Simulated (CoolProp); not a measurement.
Methane at 359.41 K and 9.38 MPa is compressed adiabatically to 35.4 MPa with isentropic efficiency 0.75. Each further row changes one setting.

Computed with CoolProp (reference Helmholtz-energy equation of state, Setzmann 1991).

```tsv
case	work (kJ/kg)	final temperature (K)	final density (kg/m³)
as stated	385	?	121
efficiency 1	?	?	?
efficiency 0.65	?	?	?
```

What belongs in the gaps?


- as stated, final temperature (K): 509.2
- efficiency 1, work (kJ/kg): 289
- efficiency 1, final temperature (K): 480.0
- efficiency 1, final density (kg/m³): 130
- efficiency 0.65, work (kJ/kg): 444
- efficiency 0.65, final temperature (K): 526.9
- efficiency 0.65, final density (kg/m³): 117
